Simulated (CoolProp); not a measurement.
Saturation properties of the fluoroketone C6F12O (FK-5-1-12).

The numbers come from the reference Helmholtz-energy equation of state, McLinden 2015 in CoolProp.

| T (K) | p (kPa) | liquid density (kg/m³) | vapour density (kg/m³) | enthalpy of vaporisation (kJ/kg) | liquid cp (kJ/(kg K)) |
|---|---|---|---|---|---|
| 298.4 | 40.83 | 1601 | 5.383 | 94.77 | 1.102 |
| 311.9 | 69.83 | 1560 | 8.954 | 90.97 | 1.112 |
| 325.5 | 113.5 | 1516 | 14.24 | 86.95 | 1.125 |
| 339.1 | 175.8 | 1470 | 21.78 | 82.70 | 1.141 |
| 352.7 | 261.8 | 1421 | 32.28 | 78.12 | 1.160 |
| 366.2 | 375.7 | 1368 | 46.56 | 73.15 | 1.184 |
| 379.8 | 525.0 | 1310 | 66.23 | 67.57 | 1.215 |
| 393.4 | 715.6 | 1244 | 93.37 | 61.19 | 1.257 |
| 406.9 | 952.9 | 1169 | 131.6 | 53.69 | 1.323 |
| 420.5 | 1250 | 1074 | 190.3 | 44.12 | 1.456 |
| 434.1 | 1618 | 931.1 | 299.6 | 29.73 | 1.976 |

It boils at 322.2 K under 1 atm.
